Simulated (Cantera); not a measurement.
Diamond growth

A diamond (100) surface in a fixed gas of H2 with x(CH4) = 0.021, x(H) = 0.00049, x(CH3) = 0.00011, at 1350 K; coverages are run to steady state.

Detailed kinetics in Cantera: the Harris–Goodwin 1993 mechanism for the reconstructed diamond (100) surface.

```tsv
P (Pa)	growth (µm/h)	θ c6HH	θ c6H*	θ c6*H	θ c6**	θ c6HM
1200	0.0193	0.467	0.0472	0.465	0.0201	1.41e-5
1800	0.0396	0.468	0.0471	0.465	0.0200	2.15e-5
2700	0.0785	0.468	0.0471	0.465	0.0200	3.31e-5
4000	0.147	0.468	0.0471	0.464	0.0199	5.02e-5
5900	0.266	0.468	0.0471	0.464	0.0199	7.58e-5
8700	0.466	0.468	0.0471	0.464	0.0198	0.000114
13000	0.809	0.468	0.0471	0.464	0.0198	0.000174
19000	1.34	0.468	0.0470	0.464	0.0197	0.000257
```
θ: site fractions in the mechanism's names (c6HH fully hydrogenated, c6H* and c6*H radical sites, c6** diradical, c6HM methylated).
